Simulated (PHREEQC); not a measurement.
PHREEQC input (ion-association model, wateq4f.dat):

```
SOLUTION_MASTER_SPECIES
  An  An-  0  An  62.0  # stands for a non-complexing anion
SOLUTION_SPECIES
  An- = An-
    -log_k 0
    -gamma 3.0 0
PHASES
  Fix_H+
    H+ = H+
    -log_k 0
SOLUTION 1
  temp 25
  units mmol/kgw
  pH 7 charge
  F 0.00014
  Na 5.00014
  Cl 0.094
  Mn(2) 0.047
  An 5
END
SELECTED_OUTPUT 1
  -reset false
  -pH true
  -pe true
  -ionic_strength true
  -water true
  -totals Cl F Mn Na Mn(2) Mn(3) Mn(6) Mn(7)
  -molalities Hfo_wOH Hfo_wOH2+ Hfo_wO- Hfo_sOH Hfo_sOH2+ Hfo_sO- Hfo_wF Hfo_wOHF- Hfo_sOMn+ Hfo_wOMn+
  -saturation_indices Pyrochroite Halite
USER_PUNCH 1
  -headings sigma psi
  10 PUNCH EDL("sigma", "Hfo"), EDL("psi", "Hfo")
PRINT
  -reset false
USE solution 1
SURFACE 1
  Hfo_wOH 2.92135e-05 600 0.013
  Hfo_sOH 7.30337e-07
EQUILIBRIUM_PHASES 1
  Fix_H+ -4 HAn 10
    -force_equality true
END
# ... the last block is repeated for the other 16 points of pH, with NaOH or the acid as the point needs
```

Selected output (columns that matter, 17 of 17 rows; pH added in front):

```
pH	mu	F	Mn	Na	m_Hfo_wOH	m_Hfo_wOH2+	m_Hfo_wO-	m_Hfo_sOH	m_Hfo_sOH2+	m_Hfo_sO-	si_Pyrochroite	si_Halite	sigma	psi
4	0.0052558	5.8102e-08	4.7e-05	0.0050001	1.4045e-05	1.4781e-05	3.0575e-07	3.5211e-07	3.7054e-07	7.6649e-09	-11.658	-7.9774	0.18295	0.19331
4.5	0.0051803	7.5964e-08	4.7e-05	0.0050001	1.7462e-05	1.1056e-05	6.3184e-07	4.3739e-07	2.7692e-07	1.5826e-08	-10.657	-7.9769	0.13162	0.17679
5	0.0051555	9.8229e-08	4.6998e-05	0.0050001	1.9809e-05	8.2768e-06	1.0861e-06	4.9493e-07	2.068e-07	2.7135e-08	-9.6565	-7.9768	0.090791	0.15789
5.5	0.0051469	1.1762e-07	4.6988e-05	0.0050001	2.1208e-05	6.3629e-06	1.6194e-06	5.2249e-07	1.5676e-07	3.9897e-08	-8.6565	-7.9767	0.060037	0.13682
6	0.0051435	1.2991e-07	4.6916e-05	0.0050001	2.1939e-05	5.0995e-06	2.1622e-06	4.8797e-07	1.1342e-07	4.8093e-08	-7.6572	-7.9767	0.038072	0.1138
6.5	0.0051412	1.3591e-07	4.6608e-05	0.0050001	2.2281e-05	4.1927e-06	2.7125e-06	2.7638e-07	5.2007e-08	3.3647e-08	-6.66	-7.9767	0.023342	0.089647
7	0.0051398	1.3845e-07	4.6152e-05	0.0050007	2.2271e-05	3.5e-06	3.2464e-06	5.927e-08	9.3146e-09	8.6397e-09	-5.6643	-7.9766	0.013619	0.064697
7.5	0.005139	1.394e-07	4.4897e-05	0.0050041	2.1232e-05	2.5565e-06	4.0397e-06	8.7566e-09	1.0543e-09	1.666e-09	-4.6765	-7.9763	0.0076578	0.041963
8	0.0051361	1.3971e-07	4.123e-05	0.0050124	1.6792e-05	1.0152e-06	6.3632e-06	1.9246e-09	1.1636e-10	7.2931e-10	-3.7141	-7.9756	0.005209	0.030084
8.5	0.005134	1.3986e-07	3.687e-05	0.0050237	9.6223e-06	2.1258e-07	9.9776e-06	5.928e-10	1.3097e-11	6.1469e-10	-2.7645	-7.9746	0.0045058	0.026369
9	0.005138	1.3994e-07	3.3953e-05	0.0050374	4.1295e-06	3.0673e-08	1.2736e-05	1.9428e-10	1.4431e-12	5.9919e-10	-1.8064	-7.9734	0.0042173	0.024794
9.5	0.0051588	1.3998e-07	3.2622e-05	0.0050648	1.5055e-06	3.6939e-09	1.4056e-05	6.3933e-11	1.5687e-13	5.9692e-10	-0.8426	-7.9712	0.0040212	0.023674
10	0.0052289	1.3999e-07	3.2143e-05	0.0051433	5.2881e-07	4.401e-10	1.4556e-05	2.1696e-11	1.8056e-14	5.9723e-10	0.0964	-7.9649	0.0037214	0.021873
10.5	0.0054563	1.4e-07	3.2004e-05	0.0053853	1.9877e-07	6.1368e-11	1.4748e-05	8.076e-12	2.4934e-15	5.9923e-10	0.9562	-7.9463	0.0030572	0.01777
11	0.0061941	1.4e-07	3.2e-05	0.0061411	8.6376e-08	1.1504e-11	1.4857e-05	3.5084e-12	4.6729e-16	6.0345e-10	1.6834	-7.8933	0.0017703	0.0097919
11.5	0.0085919	1.4e-07	3.207e-05	0.008553	4.4151e-08	2.9832e-12	1.4969e-05	1.8022e-12	1.2177e-16	6.1104e-10	2.2674	-7.7609	-0.00049771	-0.0023508
12	0.016519	1.4e-07	3.2299e-05	0.016496	2.9351e-08	1.2973e-12	1.5213e-05	1.2177e-12	5.3822e-17	6.3115e-10	2.6217	-7.5032	-0.0063435	-0.021025
```

Along this series the solution becomes supersaturated in solids that the run did not let form, among them Pyrochroite. Complexes and solids missing from the database can't appear.
